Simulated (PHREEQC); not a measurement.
Make-up at 25 °C: 0.06 mol/kgw CdSO4, 6.5e-05 mol/kgw Pb(NO3)2 and 8.5e-05 mol/kgw CdCl2. Closed to the air; pH follows from the charge balance.

Equilibrium calculation in PHREEQC: ion-association model, wateq4f.dat.

| Item | Result |
|---|---|
| pH | 6.04 |
| ionic strength | 0.118 mol/kgw |

```tsv
species	molality	activity	log γ
Cd+2	0.0296	0.0105	-0.450
CdSO4	0.0241	0.0248	0.012
SO4-2	0.0233	0.00819	-0.453
Cd(SO4)2-2	0.00628	0.00223	-0.450
NO3-	0.000127	9.38e-5	-0.131
Cl-	8.60e-5	6.46e-5	-0.124
CdCl+	8.39e-5	6.48e-5	-0.112
PbSO4	3.69e-5	3.79e-5	0.012
Pb+2	2.32e-5	8.24e-6	-0.450
Pb(SO4)2-2	4.60e-6	1.63e-6	-0.450
CdNO3+	3.20e-6	2.47e-6	-0.112
```

Precipitation was switched off in this run. Examples of supersaturated solids here: Anglesite, Larnakite. Others may be too.
